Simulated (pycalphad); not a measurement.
## Phase fractions of Al-8.28Mg-0.58Si (at.%)

Computed with pycalphad from the COST 507 light-alloy database (1999), at 1 atm. The data set is of 1999 and partly superseded. Phase fractions are per mole of atoms. Diffusion is slow at the low end, where real alloys seldom reach equilibrium.

```tsv
T (K)	liquid	fcc	MG2SI	ALMG_BETA
900	1.000	-	-	-
850	0.264	0.732	0.005	-
800	-	0.983	0.017	-
750	-	0.983	0.017	-
700	-	0.983	0.017	-
650	-	0.983	0.017	-
600	-	0.983	0.017	-
550	-	…	0.017	…
500	-	0.908	0.017	0.074
450	-	0.869	0.017	0.113
400	-	0.842	0.017	0.141
350	-	0.822	0.017	0.160
```

Problem. What belongs in the gaps?

Solution. 
- 550, fcc: 0.962
- 550, ALMG_BETA: 0.020

Database names, with the compositions (at.%) that they take in these runs: MG2SI: Mg 67 Si 33; ALMG_BETA: Al 61 Mg 39.
